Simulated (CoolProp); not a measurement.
Properties of R507A at several states (Tc = 70.6 °C, pc = 3705 kPa, ω = 0.286).

Computed with CoolProp (reference Helmholtz-energy equation of state, Lemmon 2003). It is a pseudo-pure fit of the blend.

| T (°C) | p (kPa) | phase | Z | cv (kJ/(kg K)) | expansivity (1/kK) | fugacity coefficient |
|---|---|---|---|---|---|---|
| 153.25 | 658 | gas | 0.9700 | 0.9897 | 2.623 | 0.9706 |
| 183.95 | 3460 | gas | 0.8808 | 1.051 | 3.487 | 0.8870 |
| 104.35 | 183 | gas | 0.9870 | 0.9127 | 2.774 | 0.9872 |
| 59.75 | 279 | gas | 0.9688 | 0.8457 | 3.353 | 0.9696 |
| 133.05 | 88.3 | gas | 0.9952 | 0.9546 | 2.505 | 0.9952 |
